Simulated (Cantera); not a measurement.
# Pyrogenic steam for wet oxidation

An isothermal, constant-pressure homogeneous reactor starts with H₂ : O₂ : N₂ = 3.3 : 1 : 8.5 (molar parts), equivalence ratio 1.6, at 1198 K and 1.00 bar.

Model: the H2/O2 subset of GRI-Mech 3.0, which has no nitrogen chemistry, integrated in Cantera. The temperature is held fixed by assumption; the heat of reaction is taken as removed at once.

```tsv
t (s)	x H₂	x O₂	x H₂O	x HO₂	x OH
2.00e-6	0.258	0.0781	4.88e-10	2.77e-9	1.01e-10
1.34e-5	0.258	0.0781	7.72e-8	2.87e-8	3.33e-9
8.94e-5	0.122	0.0208	0.114	2.09e-5	0.00192
0.000598	0.108	1.61e-6	0.169	2.35e-9	4.85e-5
0.00400	0.110	3.01e-8	0.169	6.73e-11	6.37e-6
0.0267	0.110	8.19e-10	0.169	2.70e-12	9.34e-7
0.179	0.110	2.06e-11	0.169	<1e-12	1.39e-7
1.20	0.110	<1e-12	0.169	<1e-12	2.08e-8
8.00	0.110	<1e-12	0.169	<1e-12	3.18e-9
```
x: mole fraction; the columns are a selection and need not sum to one.

Equilibrium at this temperature and pressure: H₂ 0.110, O₂ <1e-12, H₂O 0.169, HO₂ <1e-12, OH 7.72e-10 (gas phase only).
